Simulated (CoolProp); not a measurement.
CHF3 (R23) along the isotherm 321.1 K: density (kg/m³) from the reference equation and from simpler models built on Tc = 299.3 K, pc = 48.32 bar, ω = 0.263; each cubic takes its own stable root.

Computed with CoolProp (reference Helmholtz-energy equation of state, Penoncello 2003).

| p (bar) | phase | reference | ideal gas | van der Waals | Redlich-Kwong | Soave-Redlich-Kwong | Peng-Robinson |
|---|---|---|---|---|---|---|---|
| 0.764 | gas | 2.013 | 2.004 | 2.012 | 2.012 | 2.012 | 2.013 |
| 1.12 | gas | 2.957 | 2.937 | 2.954 | 2.956 | 2.956 | 2.958 |
| 1.65 | gas | 4.370 | 4.327 | 4.365 | 4.369 | 4.367 | 4.373 |
| 2.42 | gas | 6.439 | 6.346 | 6.428 | 6.437 | 6.433 | 6.445 |
| 3.55 | gas | 9.510 | 9.310 | 9.487 | 9.506 | 9.498 | 9.524 |
| 5.2 | gas | 14.07 | 13.64 | 14.02 | 14.06 | 14.05 | 14.10 |
| 7.64 | gas | 21.00 | 20.04 | 20.89 | 20.98 | 20.94 | 21.06 |
| 11.2 | gas | 31.52 | 29.37 | 31.27 | 31.48 | 31.39 | 31.66 |
| 16.5 | gas | 48.22 | 43.27 | 47.66 | 48.10 | 47.88 | 48.50 |
| 24.2 | gas | 75.11 | 63.46 | 73.86 | 74.84 | 74.24 | 75.71 |
| 35.5 | gas | 122.4 | 93.10 | 119.8 | 121.8 | 119.9 | 123.5 |
| 52 | supercritical | 221.5 | 136.4 | 222.0 | 221.9 | 212.2 | 222.5 |
| 76.4 | supercritical | 551.8 | 200.4 | 496.2 | 510.8 | 457.6 | 489.7 |
| 112 | supercritical | 812.4 | 293.7 | 597.7 | 687.6 | 656.8 | 718.1 |
| 165 | supercritical | 932.9 | 432.7 | 665.1 | 800.0 | 779.2 | 859.0 |
| 242 | supercritical | 1023 | 634.6 | 720.8 | 893.1 | 878.0 | 971.3 |
